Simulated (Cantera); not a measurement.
Charge: 1 mol SiO₂, 0.73 mol Cl₂, 18 mol O₂, 8.2 mol HCl, at 13.0 mbar.

These are equilibrium values from Cantera (NASA tables, ideal gas, pure condensed phases), not measurements of a reactor. Candidate condensed phases: H₂O, Si, SiO₂; 30 gas species. Equilibrium is a limit: real reactors are often held back by kinetics, nucleation or transport. All values below are at 577 °C.

Base state: O₂ 0.659, HCl 0.203, Cl₂ 0.0826, H₂O 0.0548, Cl 7.04e-5 (mole fractions); condensed: SiO₂(β-quartz).

Q: What changes in the equilibrium state with this change: HCl from 8.2 to 2.7 mol?

A: 
```csv
species,before,after
O₂,0.659,0.838
HCl,0.203,0.0897
Cl₂,0.0826,0.0531
H₂O,0.0548,0.0187
Cl,7.04e-5,5.64e-5
"SiO₂(β-quartz), mol",1.00,1.00
```

Q: What changes in the equilibrium state with this change: HCl from 8.2 to 1.7 mol?

A: 
```
species               before    after
-------------------  -------  -------
O₂                     0.659    0.880
HCl                    0.203   0.0624
Cl₂                   0.0826   0.0465
H₂O                   0.0548   0.0106
Cl                   7.04e-5  5.28e-5
SiO₂(β-quartz), mol     1.00     1.00
```

Q: What changes in the equilibrium state with this change: pressure from 13.0 mbar to 0.860 bar?

A: 
```
species               before    after
-------------------  -------  -------
O₂                     0.659    0.652
Cl₂                   0.0826    0.128
HCl                    0.203    0.120
H₂O                   0.0548   0.0997
Cl                   7.04e-5  1.08e-5
HOCl                 2.18e-6  1.04e-5
SiO₂(β-quartz), mol     1.00     1.00
```
